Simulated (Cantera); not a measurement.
Cantera run:

```python
import numpy as np
import cantera as ct

gas_names = """
    C CH CH2 CH3 CH2OH CH3O CH4 CH3OH CO CO2 COOH C2 C2H CHCO,ketyl C2H2,acetylene C2H2,vinylidene
    CH2CO,ketene C2H3,vinyl CH3CO,acetyl C2H4 C2H4O,ethylen CH3CHO,ethanal CH3COOH (HCOOH)2 C2H5 C2H6
    CH3OCH3 C2H5OH C2O C3 C3H3,propargyl C3H4,allene C3H4,propyne C3H4,cyclo- C3H5,allyl C3H6,propylene
    C3H6,cyclo- C3H6O C3H7,n-propyl C3H7,i-propyl C3H8 C3H8O,1propanol C3H8O,2propanol C3O2 C4 C4H2
    C4H4,1,3-cyclo- C4H6,butadiene C4H6,2-butyne C4H6,cyclo- C4H8,1-butene C4H8,cis2-buten
    C4H8,tr2-butene C4H8,isobutene C4H8,cyclo- (CH3COOH)2 C4H9,n-butyl C4H9,i-butyl C4H9,s-butyl
    C4H9,t-butyl C4H10,isobutane C4H10,n-butane C5 C5H6,1,3cyclo- C5H8,cyclo- C5H10,1-pentene
    C5H10,cyclo- C5H11,pentyl C5H11,t-pentyl C5H12,n-pentane C5H12,i-pentane CH3C(CH3)2CH3 C6H2
    C6H5,phenyl C6H5O,phenoxy C6H6 C6H5OH,phenol C6H10,cyclo- C6H12,1-hexene C6H12,cyclo- C6H13,n-hexyl
    C7H7,benzyl C7H8 C7H8O,cresol C7H14,1-heptene C7H15,n-heptyl C7H16,n-heptane C8H8,styrene
    C8H10,ethylbenz C8H16,1-octene C8H17,n-octyl C8H18,isooctane C8H18,n-octane C9H19,n-nonyl
    C10H8,naphthale C10H21,n-decyl C12H9,o-bipheny C12H10,bipheny Fe FeC5O5 FeO Fe(OH)2 H HCO HO2 H2
    HCHO,formaldehy HCOOH H2O H2O2 O OH O2 O3
""".split()
cond_names = """
    C(gr) C6H6(L) C7H8(L) C8H18(L),n-octa Fe(a) Fe(c) Fe(d) Fe(L) FeC5O5(L) FeO(s) FeO(L) Fe(OH)2(s)
    Fe(OH)3(s) Fe2O3(s) Fe3O4(s) H2O(s) H2O(L)
""".split()


def load(file, names, dense=False):
    # The tables refer to 1 bar. Condensed volumes are neglected.
    table = {s.name: s for s in ct.Species.list_from_file(file)}
    out = []
    for n in names:
        d = dict(table[n].input_data)
        d["thermo"] = dict(d["thermo"], **{"reference-pressure": 1e5})
        if dense:
            d["equation-of-state"] = {"model": "constant-volume", "density": "1e6 g/cm^3"}
        out.append(ct.Species.from_dict(d))
    return out


gas = ct.Solution(thermo="ideal-gas", species=load("nasa_gas.yaml", gas_names))
cond = {s.name: ct.Solution(thermo="fixed-stoichiometry", species=[s], name=s.name)
        for s in load("nasa_condensed.yaml", cond_names, dense=True)}
atoms = {
    'Fe': {'Fe': 1},
    'H2O': {'H': 2, 'O': 1},
    'CO': {'C': 1, 'O': 1},
}
top_T = {'C(gr)': 4500, 'Fe2O3(s)': 1830, 'Fe3O4(s)': 1870}  # K; cautious upper limits of use, not melting points


def equilibrate(T, P, feed):
    n = {}
    for name, mol in feed.items():
        for a, k in atoms[name].items():
            n[a] = n.get(a, 0.0) + k * mol
    gas.TPX = T, P, n
    mass = sum(n.values()) * gas.mean_molecular_weight
    gas.equilibrate("TP")
    valid = [c for c in cond.values() if c.min_temp <= T <= top_T.get(c.name, c.max_temp)]
    mix = ct.Mixture([(gas, mass / gas.mean_molecular_weight)] + [(c, 0.0) for c in valid])
    mix.T, mix.P = T, P
    mix.equilibrate("TP", solver="vcs", rtol=1e-11, max_steps=5000)
    return mix


results = []
feed = {'Fe': 1, 'H2O': 0.026, 'CO': 85}  # mol
T = 850  # K
P = 390  # Pa
mix = equilibrate(T, P, feed)
results.append((T, P, feed, dict(zip(mix.species_names, mix.species_moles))))
x = sorted(zip(gas.X, gas.species_names), reverse=True)
print(f"T = {T:g} K  P = {P:g} Pa  gas = {mix.phase_moles(0):.4g} mol")
print("   x: " + "  ".join(f"{s} {v:.3e}" for v, s in x if v > 0.001))
print("   condensed (mol): " + ("  ".join(f"{mix.phase(i).name} {mix.phase_moles(i):.4g}"
      for i in range(1, mix.n_phases) if mix.phase_moles(i) > 1e-12) or "none"))
```

It prints:

```
T = 850 K  P = 390 Pa  gas = 79.32 mol
   x: CO 9.274e-01  CO2 7.226e-02
   condensed (mol): C(gr) 5.706  Fe(a) 1
```

Equilibrium computed with Cantera from the NASA thermochemical tables; the gas is ideal and each condensed phase is pure. Condensed phases not in the tables: cementite and carbon dissolved in iron.
